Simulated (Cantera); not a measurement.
Charge: 1 mol TiO2, 3.3 mol CH4, 0.38 mol CO, held at 1273.15 K and 0.0440 bar.

Equilibrium computed with Cantera from the NASA thermochemical tables; the gas is ideal and each condensed phase is pure. Candidate condensed phases: C, C6H6, C7H8, C8H18, H2O, Ti, TiC, TiO, TiO2, Ti2O3, Ti3O5, Ti4O7; 113 gas species. Mutual solubility and eutectic melting of coexisting phases are not modelled. TiC: taken at fixed stoichiometry. Rates play no part.

Base state: H2 0.855, CO 0.145, CH4 0.000302, H2O 6.47e-5 (mole fractions); condensed: C(graphite) + TiC(s) + Ti3O5(s).

Question: What changes in the equilibrium state with this change: TiO2 replaced by Fe2O3?

Answer: 
```
species             before     after
----------------  --------  --------
H2                   0.855     0.661
CO                   0.145     0.339
CH4               0.000302  0.000180
CO2                6.63e-6   3.62e-5
H2O                6.47e-5  0.000117
C(graphite), mol      2.32     0.300
TiC(s), mol          0.243         0
Ti3O5(s), mol        0.252         0
Fe(γ), mol               0      2.00
```
Condensed phases not in the tables: cementite and carbon dissolved in iron. Further candidate phases: Fe, Fe(CO)5, FeO, Fe(OH)2, Fe(OH)3, Fe2O3, Fe3O4.
